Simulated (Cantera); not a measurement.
## NO annealing gas

A perfectly stirred reactor is fed with 83.6 % NO, 10.0 % N2, 6.35 % H2O, at 0.0612 atm; it is held at 1675 K, and followed from long to short residence time.

Cantera simulation using GRI-Mech 3.0 (53 species, 325 reactions); the numbers are that mechanism's predictions, not measurements.

```json
[
 {"τ (s)": "30", "x NO": "0.691", "x N2O": "0.000112", "x O": "3.94e-5", "x O2": "0.0723", "x NO2": "0.000328", "x N2": "0.173"},
 {"τ (s)": "7.7", "x NO": "0.790", "x N2O": "0.000147", "x O": "2.36e-5", "x O2": "0.0226", "x NO2": "0.000208", "x N2": "0.123"},
 {"τ (s)": "2.0", "x NO": "0.823", "x N2O": "0.000154", "x O": "1.39e-5", "x O2": "0.00612", "x NO2": "0.000114", "x N2": "0.106"},
 {"τ (s)": "0.51", "x NO": "0.833", "x N2O": "0.000141", "x O": "8.50e-6", "x O2": "0.00154", "x NO2": "6.26e-5", "x N2": "0.102"},
 {"τ (s)": "0.13", "x NO": "0.835", "x N2O": "0.000111", "x O": "5.63e-6", "x O2": "0.000376", "x NO2": "4.31e-5", "x N2": "0.101"},
 {"τ (s)": "0.034", "x NO": "0.836", "x N2O": "6.35e-5", "x O": "3.95e-6", "x O2": "7.90e-5", "x NO2": "4.30e-5", "x N2": "0.100"},
 {"τ (s)": "0.0088", "x NO": "0.836", "x N2O": "2.32e-5", "x O": "1.69e-6", "x O2": "5.58e-6", "x NO2": "3.01e-5", "x N2": "0.100"},
 {"τ (s)": "0.0023", "x NO": "0.836", "x N2O": "6.69e-6", "x O": "5.05e-7", "x O2": "1.04e-7", "x NO2": "3.73e-6", "x N2": "0.100"},
 {"τ (s)": "0.00059", "x NO": "0.836", "x N2O": "1.76e-6", "x O": "3.58e-7", "x O2": "5.79e-9", "x NO2": "3.22e-7", "x N2": "0.100"}
]
```
x: mole fraction; the columns are a selection and need not sum to one.
